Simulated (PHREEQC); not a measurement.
A solution holds 0.015 mol/kgw HF, 0.001 mol/kgw NH4F, 0.0042 mol/kgw H2SiF6 and 0.016 mol/kgw H2SO4, at 25 °C. Closed to the air; pH follows from the charge balance.

Computed with PHREEQC (ion-association model, phreeqc.dat).

```json
[
 {"quantity": "pH", "before": "1.58", "after": "1.70"},
 {"quantity": "ionic strength (mol/kgw)", "before": "0.0420", "after": "0.0290"},
 {"quantity": "HSO4- (mol/kgw)", "before": "0.00953", "after": "0.0135"},
 {"quantity": "SO4-2 (mol/kgw)", "before": "0.00643", "after": "0.00250"},
 {"quantity": "F- (mol/kgw)", "before": "0.000484", "after": "0.000317"},
 {"quantity": "SI of Quartz (SiO2)", "before": "-2.16", "after": "+0.46"}
]
```

Problem. Name the change that produced these shifts.
(A) HF from 0.015 to 0.15 mol/kgw
(B) temperature from 25 to 85 °C
(C) temperature from 25 to 5 °C
(D) diluted 2-fold with water
(E) H2SiF6 from 0.0042 to 0.021 mol/kgw

Solution. B, temperature from 25 to 85 °C

No solid was allowed to form. Some of these states are supersaturated (in Quartz (slow to form), Chalcedony (slow to form), for instance). At this temperature some constants are extrapolated from 25 °C, and those without enthalpy data are left unchanged. SiF6-2 is the database's only silicon fluoride.
